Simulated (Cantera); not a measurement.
An adiabatic, constant-pressure homogeneous reactor starts with 3.74 % CH3OH, 8.00 % O2, 88.3 % N2, at 1650 K and 750 Torr.

Cantera simulation using GRI-Mech 3.0 (53 species, 325 reactions); the numbers are that mechanism's predictions, not measurements. GRI-Mech 3.0 was tuned for natural gas; its chemistry of methanol as a main component is partial and can be far from experiment.

x: mole fraction; the columns are a selection and need not sum to one.

```csv
t (s),T (K),x CH3OH,x O2,x HCN,x CO2,x C2H,x OH,x NO
9.00e-6,1650,0.0370,0.0798,1.16e-11,1.10e-5,<1e-12,3.28e-6,1.03e-11
2.39e-5,1650,0.0360,0.0792,5.25e-11,…,<1e-12,…,4.77e-11
6.37e-5,1667,…,0.0748,4.34e-10,…,1.30e-12,…,3.79e-10
0.000169,1917,<1e-12,0.0318,2.21e-11,0.0174,<1e-12,0.00751,6.49e-6
0.000450,2108,<1e-12,0.0273,1.20e-12,0.0265,<1e-12,0.00687,4.89e-5
0.00120,2214,<1e-12,0.0250,<1e-12,0.0314,<1e-12,0.00487,0.000115
0.00319,2258,<1e-12,0.0239,<1e-12,0.0341,<1e-12,0.00340,0.000217
0.00847,2264,<1e-12,0.0236,<1e-12,0.0345,<1e-12,0.00313,0.000404
0.0225,2263,<1e-12,0.0234,<1e-12,0.0345,<1e-12,0.00311,0.000858
0.0599,2261,<1e-12,0.0229,<1e-12,0.0345,<1e-12,0.00307,0.00188
0.159,2258,<1e-12,0.0221,1.10e-12,0.0345,<1e-12,0.00301,0.00352
0.424,2256,<1e-12,0.0216,1.24e-12,0.0345,<1e-12,0.00296,0.00466
1.13,2255,<1e-12,0.0215,1.25e-12,0.0345,<1e-12,0.00296,0.00479
3.00,2255,<1e-12,0.0215,1.25e-12,0.0345,<1e-12,0.00296,0.00479
```

### Question
Fill in the missing entries.

### Answer

- 2.39e-5, x CO2: 2.97e-5
- 2.39e-5, x OH: 1.00e-5
- 6.37e-5, x CH3OH: 0.0268
- 6.37e-5, x CO2: 0.000103
- 6.37e-5, x OH: 5.37e-5
